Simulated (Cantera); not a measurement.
Charge: 1 mol borazine, a varied amount of H₂O, held at 1950 K and 29.0 Pa.

Method: chemical equilibrium by Gibbs-energy minimisation in Cantera with the NASA 1993 tables (ideal gas, pure condensed phases). Candidate condensed phases: B, BN, B₂O₃, B₃O₃H₃, H₂O; 39 gas species. The feed counts by its element totals alone. Mutual solubility and eutectic melting of coexisting phases are not modelled. Rates play no part.

Q: Which condensed phases are stable at each of these points (n(H₂O) (mol)): 0.11, 0.2, 0.39, 0.73, 1.4, 2.6, 4.9, 9.3?

A: 
```json
[
 {"n(H₂O) (mol)": "0.11", "condensed phases": "B(s) + BN(s)", "B condensed (%)": "96.2"},
 {"n(H₂O) (mol)": "0.2", "condensed phases": "B(s) + BN(s)", "B condensed (%)": "93.2"},
 {"n(H₂O) (mol)": "0.39", "condensed phases": "B(s) + BN(s)", "B condensed (%)": "86.9"},
 {"n(H₂O) (mol)": "0.73", "condensed phases": "B(s) + BN(s)", "B condensed (%)": "75.5"},
 {"n(H₂O) (mol)": "1.4", "condensed phases": "B(s) + BN(s)", "B condensed (%)": "53.0"},
 {"n(H₂O) (mol)": "2.6", "condensed phases": "B(s)", "B condensed (%)": "12.8"},
 {"n(H₂O) (mol)": "4.9", "condensed phases": "gas only", "B condensed (%)": "0.0"},
 {"n(H₂O) (mol)": "9.3", "condensed phases": "gas only", "B condensed (%)": "0.0"}
]
```

From 0.11 mol H₂O to 1.4 mol H₂O the condensed part is B(s) + BN(s). At 2.6 mol H₂O the condensed part is B(s). From 4.9 mol H₂O to 9.3 mol H₂O nothing is condensed.
